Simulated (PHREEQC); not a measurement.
Metal-bearing waste water (model solution)

Dissolve 0.0026 mol FeSO4, 0.005 mol MgSO4 and 0.00091 mol HCl per kg of water at 25 °C. Closed to the air; pH follows from the charge balance.

All values are PHREEQC results (Pitzer model, pitzer.dat), not measurements.

Precipitation was switched off in this run.

Estimate the pH.

pH 3.23.

In which forms is S present?

SO4-2 97 %, HSO4- 2.8 % of the S.
